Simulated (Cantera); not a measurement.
Input (Python, Cantera) and output of one run.

```python
import numpy as np
import cantera as ct

gas_names = """
    CL CL2 N N2 Si SiCL SiCL2 SiCL3 SiCL4 SiN Si2 Si2N Si3
""".split()
cond_names = """
    Si(cr) Si(L) Si3N4(a)
""".split()


# ... load() reads the species with a 1 bar reference pressure and builds the phases ...
atoms = {
    'SiCl4': {'Si': 1, 'CL': 4},
    'N2': {'N': 2},
}
top_T = {'Si3N4(a)': 2400}  # K; cautious upper limits of use, not melting points


# ... equilibrate(T, P, feed) seeds the gas with the atoms and calls Mixture.equilibrate('TP', solver="vcs", rtol=1e-11, max_steps=5000) ...
results = []
feed = {'SiCl4': 1, 'N2': 110}  # mol
P = 52000  # Pa
for T in [898, 998, 1098, 1198, 1298, 1398, 1498, 1598, 1698, 1798]:
    mix = equilibrate(T, P, feed)
    results.append((T, P, feed, dict(zip(mix.species_names, mix.species_moles))))

top = {s: max(r[3][s] / sum(r[3][g] for g in gas_names) for r in results) for s in gas_names}
cols = sorted((s for s in top if top[s] > 0.0001), key=lambda s: -top[s])[:5]
seen = [c for c in cond_names if any(r[3].get(c, 0) > 1e-12 for r in results)]
print("log10 of partial pressures in bar; condensed amounts in mol")
print(f"{'T/K':>10s}" + "".join(f"{s[:9]:>10s}" for s in cols + seen))
for T, P, feed, n in results:
    ng = sum(n[g] for g in gas_names)
    print(f"{T:10.4g}" + "".join(f"{np.log10(max(n[s] / ng * P / 1e5, 1e-99)):10.3f}" for s in cols)
          + "".join(f"{n.get(c, 0):10.4g}" for c in seen))
```

Result:

```
log10 of partial pressures in bar; condensed amounts in mol
       T/K        N2     SiCL4        CL     SiCL3     SiCL2
       898    -0.288    -2.329    -8.742    -8.508   -13.003
       998    -0.288    -2.329    -7.551    -7.406   -11.094
      1098    -0.288    -2.329    -6.587    -6.496    -9.514
      1198    -0.288    -2.329    -5.790    -5.732    -8.187
      1298    -0.288    -2.330    -5.118    -5.085    -7.063
      1398    -0.288    -2.332    -4.542    -4.534    -6.104
      1498    -0.288    -2.338    -4.038    -4.064    -5.286
      1598    -0.288    -2.352    -3.593    -3.668    -4.590
      1698    -0.288    -2.385    -3.199    -3.341    -4.002
      1798    -0.289    -2.451    -2.853    -3.084    -3.508
```

Method: chemical equilibrium by Gibbs-energy minimisation in Cantera with the NASA 1993 tables (ideal gas, pure condensed phases). The tables' values for SiCl3 are old estimates; treat these amounts as uncertain.
